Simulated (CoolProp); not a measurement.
Vapour-liquid equilibrium of propane (1) + R113 (2) at 267.9 K; x and y are mole fractions of (1).

Computed with CoolProp (multi-fluid Helmholtz-energy mixture model, Lemmon 2009 and Marx 1992; pair parameters Bell 2016).

| x | bubble pressure (MPa) | y at the bubble point | dew pressure at overall composition x (MPa) | liquid density (mol/L) |
|---|---|---|---|---|
| 0.05 | 0.03656 | 0.694 | 0.01219 | 8.854 |
| 0.2 | 0.1070 | 0.908 | 0.01444 | 9.276 |
| 0.35 | 0.1694 | 0.949 | 0.01769 | 9.729 |
| 0.5 | 0.2246 | 0.968 | 0.02283 | 10.22 |
| 0.65 | 0.2755 | 0.980 | 0.03217 | 10.75 |
| 0.8 | 0.3264 | 0.989 | 0.05438 | 11.32 |
| 0.95 | 0.3821 | 0.997 | 0.1708 | 11.93 |

No azeotrope shows between x = 0.05 and 0.95.

Pair parameters are fitted to limited data, so mixtures are less certain than the pure fluids.
